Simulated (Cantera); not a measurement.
Gas mixture: 75.8 % O₂, 24.2 % N₂O, at 930000 Pa, frozen composition.

Cantera's kinetic-theory transport with the Lennard-Jones parameters of GRI-Mech 3.0, ideal gas; thermal conductivity in the mixture-averaged form.

One state of this run: ρ (kg/m³) = 4.88; cp (J/kg/K) = 1096; μ (µPa s) = 39.2; λ (mW/m/K) = 59.8; Pr = 0.719; D (cm²/s) CH₃ = 0.128; D (cm²/s) N₂ = 0.115; D (cm²/s) NH₃ = 0.137. D: mixture-averaged diffusion coefficient of that species in the mixture.

Task: Which value of T (K) does it belong to?
A. 500
B. 800
C. 400
D. 600

Result: B, 800
